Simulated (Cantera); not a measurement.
An adiabatic, constant-pressure homogeneous reactor starts with H2 : O2 : N2 : H2O = 1 : 0.278 : 2.33 : 0.11 (molar parts), at 1325 K and 101000 Pa. Integrator tolerance rtol = 1e-08.

Computed with Cantera and GRI-Mech 3.0 (53 species, 325 reactions).

Question: What does this change do: N2 2.33 to 1.8 parts?

Answer: 
| quantity | before | after |
|---|---|---|
| time of steepest temperature rise | 43.8 µs | 37.4 µs |
| temperature at 0.900 s | 2346 K | 2476 K |
| equilibrium temperature | 2346 K | 2476 K |
| x(H2) at 0.900 s | 0.127 (gas-phase equilibrium 0.127) | 0.149 (gas-phase equilibrium 0.149) |
| x(O2) at 0.900 s | 1.64e-5 (gas-phase equilibrium 1.64e-5) | 6.35e-5 (gas-phase equilibrium 6.35e-5) |
| x(H2O) at 0.900 s | 0.192 (gas-phase equilibrium 0.192) | 0.224 (gas-phase equilibrium 0.224) |
| x(N2O) at 0.900 s | 7.31e-9 (gas-phase equilibrium 7.31e-9) | 1.68e-8 (gas-phase equilibrium 1.68e-8) |
| x(O) at 0.900 s | 2.61e-5 (gas-phase equilibrium 2.61e-5) | 0.000103 (gas-phase equilibrium 0.000103) |
| x(NO) at 0.900 s | 0.000141 (gas-phase equilibrium 0.000141) | 0.000340 (gas-phase equilibrium 0.000340) |

Question: What does this change do: N2 2.33 to 5 parts?

Answer: 
```json
[
 {"quantity": "time of steepest temperature rise", "before": "43.8 µs", "after": "76.2 µs"},
 {"quantity": "temperature at 0.900 s", "before": "2346 K", "after": "1946 K"},
 {"quantity": "equilibrium temperature", "before": "2346 K", "after": "1946 K"},
 {"quantity": "x(H2) at 0.900 s", "before": "0.127 (gas-phase equilibrium 0.127)", "after": "0.0725 (gas-phase equilibrium 0.0725)"},
 {"quantity": "x(O2) at 0.900 s", "before": "1.64e-5 (gas-phase equilibrium 1.64e-5)", "after": "8.11e-8 (gas-phase equilibrium 8.12e-8)"},
 {"quantity": "x(H2O) at 0.900 s", "before": "0.192 (gas-phase equilibrium 0.192)", "after": "0.109 (gas-phase equilibrium 0.109)"},
 {"quantity": "x(N2O) at 0.900 s", "before": "7.31e-9 (gas-phase equilibrium 7.31e-9)", "after": "3.40e-10 (gas-phase equilibrium 2.42e-10)"},
 {"quantity": "x(O) at 0.900 s", "before": "2.61e-5 (gas-phase equilibrium 2.61e-5)", "after": "1.24e-7 (gas-phase equilibrium 1.24e-7)"},
 {"quantity": "x(NO) at 0.900 s", "before": "0.000141 (gas-phase equilibrium 0.000141)", "after": "9.31e-6 (gas-phase equilibrium 4.18e-6)"}
]
```
